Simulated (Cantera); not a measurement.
# Nitride etching: BN + HF

Feed: 1 mol BN, a varied amount of HF, at 1523 K and 33.8 Torr.

Cantera equilibrium calculation (NASA polynomials, part measured and part estimated; ideal gas, pure solids and liquids). Candidate condensed phases: B, BN; 31 gas species. The tables' values for BF2 are old estimates; treat these amounts as uncertain. Equilibrium is a limit: real reactors are often held back by kinetics, nucleation or transport.

```csv
n(HF) (mol),log p HF,log p H2,log p BF3,log p N2,log p BHF2,log p BF2,log p H,n BN(s)
2,-2.78,-1.67,-1.85,-2.14,-3.78,-4.03,-5.47,0.354
2.5,-2.78,-1.67,-1.85,-2.14,-3.78,-4.03,-5.47,0.192
3.2,-2.53,-1.68,-1.86,-2.15,-4.06,-4.30,-5.48,0
4.1,-1.92,-1.78,-1.96,-2.26,-4.88,-5.07,-5.53,0
5.1,-1.73,-1.88,-2.05,-2.36,-5.25,-5.40,-5.58,0
6.5,-1.62,-1.98,-2.16,-2.46,-5.58,-5.67,-5.63,0
8.2,-1.54,-2.08,-2.26,-2.56,-5.85,-5.89,-5.68,0
10,-1.50,-2.17,-2.35,-2.65,-6.07,-6.07,-5.72,0
13,-1.46,-2.28,-2.46,-2.76,-6.34,-6.28,-5.78,0
17,-1.43,-2.40,-2.58,-2.88,-6.60,-6.48,-5.84,0
21,-1.41,-2.49,-2.67,-2.97,-6.80,-6.64,-5.88,0
27,-1.40,-2.60,-2.78,-3.08,-7.03,-6.82,-5.94,0
34,-1.39,-2.70,-2.88,-3.18,-7.25,-6.98,-5.99,0
```
log p: log10 of the partial pressure in bar; n: condensed amount in mol.

From 2 mol HF to 2.5 mol HF the condensed part is BN(s). From 3.2 mol HF to 34 mol HF nothing is condensed. The main B-bearing gas is BF3 throughout.
